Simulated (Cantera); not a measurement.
## Moist CO burnout

A perfectly stirred reactor is fed with 0.229 % CO, 7.42 % O2, 0.769 % H2O, 91.6 % N2, at 7500 Torr; it is held at 1450 K, and followed from long to short residence time.

Computed with Cantera and GRI-Mech 3.0 (53 species, 325 reactions).

```csv
τ (s),x CO,x O2,x H2O,x CO2,x NO
1.6,6.00e-6,0.0731,0.00770,0.00229,2.33e-7
0.53,1.43e-5,0.0731,0.00770,0.00228,1.92e-7
0.17,3.35e-5,0.0731,0.00769,0.00226,1.89e-7
0.055,7.62e-5,0.0732,0.00769,0.00222,1.92e-7
0.018,0.000169,0.0732,0.00769,0.00212,1.74e-7
0.0058,0.000365,0.0733,0.00768,0.00193,1.23e-7
0.0019,0.000724,0.0734,0.00768,0.00157,6.16e-8
0.00061,0.00127,0.0737,0.00767,0.00102,2.01e-8
0.00020,0.00181,0.0739,0.00767,0.000480,3.88e-9
```
x: mole fraction; the columns are a selection and need not sum to one.
